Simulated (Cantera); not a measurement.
Equilibrium for fluorocarbon and chlorocarbon gases: C2F6 + H2

A closed system holds: 1 mol C2F6, 0.52 mol H2, held at 6.00 Pa.

Cantera equilibrium calculation (NASA polynomials, part measured and part estimated; ideal gas, pure solids and liquids). Candidate condensed phases: C, C6H6, C7H8, C8H18; 95 gas species. The feed counts by its element totals alone. Rates play no part.

From 2923 K to 3198 K nothing is condensed. The main C-bearing gas is C3 at 2923 K and C at 3198 K.

```csv
T (K),x F,x C,x H,x HF,x C3,x CF,x C2,x CF2
2923,0.700,0.100,0.0874,0.0446,0.0358,0.0173,0.0142,6.61e-5
2948,0.697,0.112,0.0920,0.0380,0.0312,0.0158,0.0143,5.01e-5
2973,0.693,0.124,0.0960,0.0321,0.0266,0.0144,0.0142,3.78e-5
2998,0.689,0.136,0.0993,0.0270,0.0222,0.0130,0.0138,2.84e-5
3023,0.685,0.147,0.102,0.0227,0.0182,0.0116,0.0133,2.13e-5
3048,0.682,0.158,0.104,0.0190,0.0146,0.0104,0.0125,1.59e-5
3073,0.678,0.168,0.106,0.0158,0.0114,0.00917,0.0116,1.18e-5
3098,0.675,0.177,0.107,0.0133,0.00871,0.00806,0.0106,8.78e-6
3123,0.673,0.184,0.109,0.0111,0.00654,0.00705,0.00959,6.50e-6
3148,0.671,0.191,0.110,0.00930,0.00482,0.00614,0.00853,4.81e-6
3173,0.669,0.196,0.110,0.00781,0.00351,0.00533,0.00751,3.56e-6
3198,0.668,0.201,0.111,0.00657,0.00252,0.00461,0.00655,2.63e-6
```
x: gas mole fraction; nothing condenses.
